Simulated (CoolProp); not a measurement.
Water along the isobar 339 bar: fugacity coefficient from the reference equation and from simpler models built on Tc = 647.1 K, pc = 220.6 bar, ω = 0.344; each cubic takes its own stable root.

Values from CoolProp's reference Helmholtz-energy equation of state, Wagner 2002.

```
T (K)   phase  reference
-----  ------  ---------
385.9  liquid   0.005538
395.9  liquid   0.007570
405.9  liquid    0.01016
416    liquid    0.01344
426    liquid    0.01745
436    liquid    0.02232
446.1  liquid    0.02824
456.1  liquid    0.03518
466.1  liquid    0.04332
476.1  liquid    0.05276
```

Problem. How far does each simpler model (van der Waals, Redlich-Kwong, Soave-Redlich-Kwong, Peng-Robinson) lie from the reference over these 10 states: mean and median of the absolute difference, and the worst?

Solution. 
- van der Waals: mean 618.6 %, median 536.9 %, worst +1233.5 % at 385.9 K and 339 bar
- Redlich-Kwong: mean 130.7 %, median 126.7 %, worst +189.6 % at 385.9 K and 339 bar
- Soave-Redlich-Kwong: mean 6.2 %, median 6.7 %, worst +9.8 % at 476.1 K and 339 bar
- Peng-Robinson: mean 3.8 %, median 4.1 %, worst +5.8 % at 476.1 K and 339 bar
